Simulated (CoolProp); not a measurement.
Vapour-liquid equilibrium of carbonyl sulfide (1) + propane (2) at 0.465 MPa; x and y are mole fractions of (1).

The numbers come from the multi-fluid Helmholtz-energy mixture model, Lemmon 2006 and Lemmon 2009; pair parameters Bell 2016 in CoolProp.

```json
[
 {"x": "0.05", "bubble temperature (°C)": "-1.5", "y at the bubble point": "0.071", "dew temperature at overall composition x (°C)": "-1.2", "liquid density (mol/L)": "12.23"},
 {"x": "0.2", "bubble temperature (°C)": "-3.5", "y at the bubble point": "0.255", "dew temperature at overall composition x (°C)": "-2.9", "liquid density (mol/L)": "12.94"},
 {"x": "0.35", "bubble temperature (°C)": "-5.2", "y at the bubble point": "0.416", "dew temperature at overall composition x (°C)": "-4.5", "liquid density (mol/L)": "13.70"},
 {"x": "0.5", "bubble temperature (°C)": "-6.5", "y at the bubble point": "0.564", "dew temperature at overall composition x (°C)": "-6.0", "liquid density (mol/L)": "14.54"},
 {"x": "0.65", "bubble temperature (°C)": "-7.8", "y at the bubble point": "0.704", "dew temperature at overall composition x (°C)": "-7.3", "liquid density (mol/L)": "15.47"},
 {"x": "0.8", "bubble temperature (°C)": "-9.1", "y at the bubble point": "0.838", "dew temperature at overall composition x (°C)": "-8.7", "liquid density (mol/L)": "16.51"},
 {"x": "0.95", "bubble temperature (°C)": "-10.4", "y at the bubble point": "0.962", "dew temperature at overall composition x (°C)": "-10.2", "liquid density (mol/L)": "17.65"}
]
```

No azeotrope shows between x = 0.05 and 0.95.

The pair parameters rest on a limited set of measurements; away from them the model extrapolates.
